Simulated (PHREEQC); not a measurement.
# Nickel, zinc or cadmium bath: an equilibrium model

A solution holds 0.03 mol/kgw Ni(NO3)2, 6.4e-05 mol/kgw Na2SO4 and 0.1 mol/kgw HCl, at 25 °C. Closed to the air; pH follows from the charge balance.

The numbers come from PHREEQC with the ion-association model, wateq4f.dat.

No solid was allowed to form.

Predict the pH.

pH 1.10.

In which forms is S present?

HSO4- 68 %, SO4-2 21 %, NiSO4 10 % of the S.
